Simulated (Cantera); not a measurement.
**Equilibrium for boron, boron nitride and boron oxide: B + H2O + N2**

Charge: 1 mol B, 1.5 mol H2O, 70 mol N2, held at 1000 Pa.

These are equilibrium values from Cantera (NASA tables, ideal gas, pure condensed phases), not measurements of a reactor. Candidate condensed phases: B, BN, B2O3, B3O3H3, H2O; 39 gas species. The numbers say what is thermodynamically allowed, not how fast it happens.

```csv
T (°C),x N2,x H2,x H,x BO
1627,0.971,0.0182,0.00107,0.00117
1702,0.970,0.0176,0.00182,0.00178
1777,0.970,0.0169,0.00295,0.00253
1852,0.968,0.0158,0.00457,0.00339
1927,0.967,0.0145,0.00678,0.00432
2002,0.965,0.0129,0.00964,0.00532
2077,0.962,0.0111,0.0131,0.00639
```
x: gas mole fraction; nothing condenses.

From 1627 °C to 2077 °C nothing is condensed. The main B-bearing gas is B2O3 at 1627 °C and BO at 2077 °C.
